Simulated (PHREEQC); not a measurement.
Make-up at 15 °C: 0.0046 mol FeCl3 and 0.00086 mol NaCl per kg of water. Closed to the air; pH follows from the charge balance.

Computed with PHREEQC (ion-association model, phreeqc.dat).

Task: The ionic strength comes out as 0.0242 mol/kgw. What activity coefficients do Cl-, Fe(OH)2+, H+, Na+, Fe2(OH)2+4 get?

Result: Cl- 0.86, Fe(OH)2+ 0.87, H+ 0.88, Na+ 0.86, Fe2(OH)2+4 0.095.

This is a speciation only: nothing precipitates in the calculation. Saturation is exceeded, for instance for Hematite (slow to form), Goethite (slow to form); the values hold only as long as no solid forms.
